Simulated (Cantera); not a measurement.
A closed system holds: 1 mol C3H6, 9.1 mol H2, 1.3 mol N2, equilibrated at 10000 Pa.

Cantera equilibrium calculation (NASA polynomials, part measured and part estimated; ideal gas, pure solids and liquids). Candidate condensed phases: C, C6H6, C7H8, C8H18; 92 gas species. Rates play no part.

Task: At 1223 K, list the 4 most abundant gas species with their mole fractions, and the condensed phases.

Result: H2 0.902, N2 0.0971, CH4 0.00108, HCN 2.83e-5. Condensed: C(graphite).
